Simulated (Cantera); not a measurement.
A perfectly stirred reactor is fed with CO : H₂ : CH₄ : O₂ : N₂ = 1 : 1.5 : 0.075 : 2.69 : 10.1 (molar parts), equivalence ratio 0.52, at 101000 Pa; it is adiabatic with a 650 K inlet, and is followed from long to short residence time, starting on the burning branch (τ in s: 0.024, 0.012, 0.006, 0.003, 0.0015, 0.00072, 0.00036, 0.00018, 8.7e-05, 4.3e-05, 2.1e-05, 1.1e-05).

Cantera simulation using GRI-Mech 3.0 (53 species, 325 reactions); the numbers are that mechanism's predictions, not measurements.

x: mole fraction; the columns are a selection and need not sum to one.

```csv
τ (s),T (K),x CO,x H₂,x CH₄,x H₂O₂,x CO₂,x HCN,x HO₂
0.024,1975,0.00158,0.000467,9.82e-7,1.05e-7,0.0744,1.23e-9,2.68e-6
0.012,1961,0.00240,0.000710,1.52e-6,1.33e-7,0.0735,1.24e-9,3.63e-6
0.0060,1940,0.00361,0.00108,2.33e-6,1.72e-7,0.0722,1.34e-9,5.18e-6
0.0030,1911,0.00533,0.00161,3.62e-6,2.29e-7,0.0703,1.56e-9,7.56e-6
0.0015,1870,0.00767,0.00236,5.76e-6,3.12e-7,0.0677,1.95e-9,1.10e-5
0.00072,1811,0.0110,0.00339,9.81e-6,4.52e-7,0.0641,2.57e-9,1.62e-5
0.00036,1738,0.0151,0.00462,1.73e-5,6.82e-7,0.0595,3.34e-9,2.26e-5
0.00018,1645,…,…,…,…,…,…,…
8.7e-5,1520,0.0310,0.00860,8.32e-5,2.14e-6,0.0424,5.37e-9,4.33e-5
4.3e-5,1355,0.0464,0.0158,0.000298,4.69e-6,0.0260,6.88e-9,6.55e-5
2.1e-5,650,0.0651,0.0976,0.00488,<1e-12,<1e-12,<1e-12,<1e-12
1.1e-5,650,0.0651,0.0976,0.00488,<1e-12,<1e-12,<1e-12,<1e-12
```

Q: Some entries are withheld; supply them.

A: 
- 0.00018, x CO: 0.0210
- 0.00018, x H₂: 0.00615
- 0.00018, x CH₄: 3.38e-5
- 0.00018, x H₂O₂: 1.12e-6
- 0.00018, x CO₂: 0.0531
- 0.00018, x HCN: 4.25e-9
- 0.00018, x HO₂: 3.09e-5
